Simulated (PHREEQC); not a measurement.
## Nickel, zinc or cadmium bath (model solution)

Make-up at 40 °C: 0.0037 mol ZnSO4, 0.00012 mol KCl and 0.016 mol H2SO4 per kg of water. Closed to the air; pH follows from the charge balance.

All values are PHREEQC results (ion-association model, phreeqc.dat), not measurements.

This is a speciation only: nothing precipitates in the calculation.

Task: What pH does the model give?

Result: pH 1.74.

Task: In which forms is Zn present?

Result: Zn+2 67 %, ZnSO4 32 %, Zn(SO4)2-2 1.8 % of the Zn.

Constants without temperature data keep their 25 °C values here.
